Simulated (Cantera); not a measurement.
A Cantera script and what it prints.

```python
import numpy as np
import cantera as ct

gas_names = """
    B BH BH2 BH3 BN BO BO2 B2 B2O B2O2 B2O3 B3O3H3 H HBO HBO2 HNO HNO2 HNO3 HO2 H2 H2O H2O2 H3B3O6 N NH
    NH2 NH3 NH2OH NO NO2 NO3 N2 N2H2 N2H4 N2O O OH O2 O3
""".split()
cond_names = """
    B(b) B(L) BN(s) B2O3(L) B3O3H3(cr) H2O(s) H2O(L)
""".split()


# ... load() reads the species with a 1 bar reference pressure and builds the phases ...
atoms = {
    'B2O3': {'B': 2, 'O': 3},
    'NH3': {'N': 1, 'H': 3},
}
top_T = {'BN(s)': 3200}  # K; cautious upper limits of use, not melting points


# ... equilibrate(T, P, feed) seeds the gas with the atoms and calls Mixture.equilibrate('TP', solver="vcs", rtol=1e-11, max_steps=5000) ...
results = []
P = 9500  # Pa
for T in [998, 1098, 1198, 1298, 1398, 1498, 1598, 1698, 1798, 1898, 1998, 2098, 2198]:
    for m in [3.1, 5.2, 7.4, 9.5, 12, 14, 16, 18, 20, 22, 24]:
        feed = {'B2O3': 1, 'NH3': m}  # mol
        mix = equilibrate(T, P, feed)
        results.append((T, P, feed, dict(zip(mix.species_names, mix.species_moles))))

for T, P, feed, n in results:
    print(f"{T:7g} {feed['NH3']:10.4g}  " + (" + ".join(c for c in cond_names if n.get(c, 0) > 1e-12) or "gas only"))
```

Output:

```
    998        3.1  BN(s) + B2O3(L)
    998        5.2  BN(s) + B2O3(L)
    998        7.4  BN(s) + B2O3(L)
    998        9.5  BN(s) + B2O3(L)
    998         12  BN(s) + B2O3(L)
    998         14  BN(s) + B2O3(L)
    998         16  BN(s) + B2O3(L)
    998         18  BN(s) + B2O3(L)
    998         20  BN(s) + B2O3(L)
    998         22  BN(s) + B2O3(L)
    998         24  BN(s) + B2O3(L)
   1098        3.1  BN(s) + B2O3(L)
   1098        5.2  BN(s) + B2O3(L)
   1098        7.4  BN(s) + B2O3(L)
   1098        9.5  BN(s) + B2O3(L)
   1098         12  BN(s) + B2O3(L)
   1098         14  BN(s) + B2O3(L)
   1098         16  BN(s) + B2O3(L)
   1098         18  BN(s) + B2O3(L)
   1098         20  BN(s) + B2O3(L)
   1098         22  BN(s) + B2O3(L)
   1098         24  BN(s) + B2O3(L)
   1198        3.1  BN(s) + B2O3(L)
   1198        5.2  BN(s) + B2O3(L)
   1198        7.4  BN(s) + B2O3(L)
   1198        9.5  BN(s) + B2O3(L)
   1198         12  BN(s) + B2O3(L)
   1198         14  BN(s) + B2O3(L)
   1198         16  BN(s) + B2O3(L)
   1198         18  BN(s) + B2O3(L)
   1198         20  BN(s) + B2O3(L)
   1198         22  BN(s) + B2O3(L)
   1198         24  BN(s) + B2O3(L)
   1298        3.1  BN(s) + B2O3(L)
   1298        5.2  BN(s) + B2O3(L)
   1298        7.4  BN(s) + B2O3(L)
   1298        9.5  BN(s) + B2O3(L)
   1298         12  BN(s) + B2O3(L)
   1298         14  BN(s) + B2O3(L)
   1298         16  BN(s) + B2O3(L)
   1298         18  BN(s) + B2O3(L)
   1298         20  BN(s) + B2O3(L)
   1298         22  BN(s) + B2O3(L)
   1298         24  BN(s) + B2O3(L)
   1398        3.1  BN(s) + B2O3(L)
   1398        5.2  BN(s) + B2O3(L)
   1398        7.4  BN(s) + B2O3(L)
   1398        9.5  BN(s) + B2O3(L)
   1398         12  BN(s) + B2O3(L)
   1398         14  BN(s) + B2O3(L)
   1398         16  BN(s) + B2O3(L)
   1398         18  BN(s) + B2O3(L)
   1398         20  BN(s) + B2O3(L)
   1398         22  BN(s) + B2O3(L)
   1398         24  BN(s) + B2O3(L)
   1498        3.1  BN(s) + B2O3(L)
   1498        5.2  BN(s) + B2O3(L)
   1498        7.4  BN(s) + B2O3(L)
   1498        9.5  BN(s) + B2O3(L)
   1498         12  BN(s) + B2O3(L)
   1498         14  BN(s) + B2O3(L)
   1498         16  BN(s) + B2O3(L)
   1498         18  BN(s) + B2O3(L)
   1498         20  BN(s) + B2O3(L)
   1498         22  BN(s) + B2O3(L)
   1498         24  BN(s) + B2O3(L)
   1598        3.1  BN(s) + B2O3(L)
   1598        5.2  BN(s) + B2O3(L)
   1598        7.4  BN(s) + B2O3(L)
   1598        9.5  BN(s) + B2O3(L)
   1598         12  BN(s) + B2O3(L)
   1598         14  BN(s) + B2O3(L)
   1598         16  BN(s) + B2O3(L)
   1598         18  BN(s) + B2O3(L)
   1598         20  BN(s) + B2O3(L)
   1598         22  BN(s) + B2O3(L)
   1598         24  BN(s) + B2O3(L)
   1698        3.1  BN(s) + B2O3(L)
   1698        5.2  BN(s) + B2O3(L)
   1698        7.4  BN(s) + B2O3(L)
   1698        9.5  BN(s) + B2O3(L)
   1698         12  BN(s) + B2O3(L)
   1698         14  BN(s) + B2O3(L)
   1698         16  BN(s) + B2O3(L)
   1698         18  BN(s) + B2O3(L)
   1698         20  BN(s) + B2O3(L)
   1698         22  BN(s) + B2O3(L)
   1698         24  BN(s)
   1798        3.1  B2O3(L)
   1798        5.2  B2O3(L)
   1798        7.4  gas only
   1798        9.5  gas only
   1798         12  gas only
   1798         14  gas only
   1798         16  gas only
   1798         18  gas only
   1798         20  gas only
   1798         22  gas only
   1798         24  gas only
   1898        3.1  gas only
   1898        5.2  gas only
   1898        7.4  gas only
   1898        9.5  gas only
   1898         12  gas only
   1898         14  gas only
   1898         16  gas only
   1898         18  gas only
   1898         20  gas only
   1898         22  gas only
   1898         24  gas only
   1998        3.1  gas only
   1998        5.2  gas only
   1998        7.4  gas only
   1998        9.5  gas only
   1998         12  gas only
   1998         14  gas only
   1998         16  gas only
   1998         18  gas only
   1998         20  gas only
   1998         22  gas only
   1998         24  gas only
   2098        3.1  gas only
   2098        5.2  gas only
   2098        7.4  gas only
   2098        9.5  gas only
   2098         12  gas only
   2098         14  gas only
   2098         16  gas only
   2098         18  gas only
   2098         20  gas only
   2098         22  gas only
   2098         24  gas only
   2198        3.1  gas only
   2198        5.2  gas only
   2198        7.4  gas only
   2198        9.5  gas only
   2198         12  gas only
   2198         14  gas only
   2198         16  gas only
   2198         18  gas only
   2198         20  gas only
   2198         22  gas only
   2198         24  gas only
```

Method: chemical equilibrium by Gibbs-energy minimisation in Cantera with the NASA 1993 tables (ideal gas, pure condensed phases). Mutual solubility and eutectic melting of coexisting phases are not modelled.
